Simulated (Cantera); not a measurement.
Cantera run, input and output.

```python
import numpy as np
import cantera as ct

gas = ct.Solution("gri30.yaml")
gas.TPX = 550, 100000, {'CO': 1, 'H2': 1.1, 'O2': 0.955, 'N2': 3.59}
flame = ct.FreeFlame(gas, width=0.04)
flame.set_refine_criteria(ratio=3, slope=0.08, curve=0.16)
flame.transport_model = "mixture-averaged"
flame.solve(loglevel=0, auto=True)
flame.transport_model = "multicomponent"
flame.soret_enabled = True
flame.solve(loglevel=0, refine_grid=True)
z, T = flame.grid, flame.T
thick = (T[-1] - T[0]) / np.gradient(T, z).max()
show = ['CO', 'H2', 'O2', 'H', 'H2O2', 'NO2']
print(f"laminar burning velocity  {flame.velocity[0] * 100:.3f} cm/s")
print(f"burnt temperature         {T[-1]:.1f} K")
print(f"thermal thickness         {thick * 1e3:.4f} mm")
print(f"grid points               {len(z)}")
z0 = z[flame.heat_release_rate.argmax()]
print(f"{'z/mm':>9s}{'T/K':>9s}{'u/(m/s)':>9s}" + "".join(f"{s:>11s}" for s in show))
rows = []
for k in (-3, -2, -1.5, -1, -0.5, -0.25, 0, 0.25, 0.5, 1, 2, 4, 8):
    zz = z0 + k * thick
    rows.append([k * thick, np.interp(zz, z, T), np.interp(zz, z, flame.velocity),
                 *(np.interp(zz, z, flame.X[gas.species_index(s)]) for s in show)])
    print(f"{rows[-1][0] * 1e3:9.3f}{rows[-1][1]:9.1f}{rows[-1][2]:9.3f}" + "".join(f"{x:11.3e}" for x in rows[-1][3:]))
```

It prints:

```
laminar burning velocity  370.173 cm/s
burnt temperature         2496.3 K
thermal thickness         0.5328 mm
grid points               152
     z/mm      T/K  u/(m/s)         CO         H2         O2          H       H2O2        NO2
   -1.598    550.0    3.702  1.505e-01  1.655e-01  1.437e-01  6.927e-17  7.578e-15  2.065e-17
   -1.066    550.0    3.702  1.505e-01  1.655e-01  1.437e-01  2.917e-14  1.273e-12  4.191e-17
   -0.799    550.0    3.702  1.505e-01  1.655e-01  1.437e-01  6.327e-13  1.985e-11 -4.916e-17
   -0.533    550.0    3.700  1.506e-01  1.651e-01  1.438e-01  3.284e-10  1.509e-09 -3.018e-16
   -0.266    556.7    3.711  1.520e-01  1.565e-01  1.451e-01  1.423e-05  3.320e-06  5.682e-12
   -0.133    739.0    4.806  1.523e-01  1.275e-01  1.417e-01  2.023e-03  2.456e-05  6.447e-11
    0.000   1201.3    7.649  1.394e-01  6.654e-02  1.049e-01  1.915e-02  5.883e-06  2.545e-10
    0.133   1534.1    9.651  1.118e-01  2.581e-02  5.733e-02  3.271e-02  2.315e-06  1.005e-09
    0.266   1704.4   10.600  9.061e-02  2.144e-02  4.127e-02  3.287e-02  1.151e-06  1.703e-09
    0.533   1878.5   11.524  7.413e-02  2.236e-02  3.239e-02  2.739e-02  5.643e-07  2.641e-09
    1.066   2042.7   12.388  6.882e-02  2.081e-02  2.739e-02  1.881e-02  3.094e-07  4.158e-09
    2.131   2192.9   13.156  6.469e-02  1.780e-02  2.294e-02  1.159e-02  1.944e-07  7.119e-09
    4.263   2322.9   13.799  5.866e-02  1.472e-02  1.830e-02  6.866e-03  1.420e-07  1.457e-08
```

Computed with Cantera and GRI-Mech 3.0 (53 species, 325 reactions). Burning velocities carry a grid error of a few per cent, more on coarse grids.
